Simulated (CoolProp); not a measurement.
Vapour-liquid equilibrium of R152A (1) + isobutane (2) at 385 kPa; x and y are mole fractions of (1).

Computed with CoolProp (multi-fluid Helmholtz-energy mixture model, Outcalt 1996 and Bücker 2006; pair parameters Bell 2016).

```
x      bubble temperature (K)  y at the bubble point  dew temperature at overall composition x (K)  liquid density (mol/L)
-----  ----------------------  ---------------------  --------------------------------------------  ----------------------
0.05                    296.1                  0.169                                         299.9                   9.626
0.125                   290.5                  0.335                                         297.5                   9.927
0.2                     286.9                  0.440                                         295.1                   10.21
0.275                   284.4                  0.510                                         292.6                   10.48
0.35                    282.8                  0.560                                         290.0                   10.76
0.425                   281.7                  0.599                                         287.4                   11.05
0.5                     281.0                  0.631                                         284.8                   11.36
0.575                   280.5                  0.659                                         282.4                   11.69
0.65                    280.3                  0.687                                         280.7                   12.05
0.725                   280.2                  0.719                                         280.2                   12.45
0.8                     280.4                  0.759                                         280.8                   12.88
0.875                   281.0                  0.817                                         281.9                   13.33
0.95                    282.4                  0.907                                         283.2                   13.82
```

y crosses x between x = 0.65 and 0.725: the model has an azeotrope there.

The pair parameters rest on a limited set of measurements; away from them the model extrapolates.
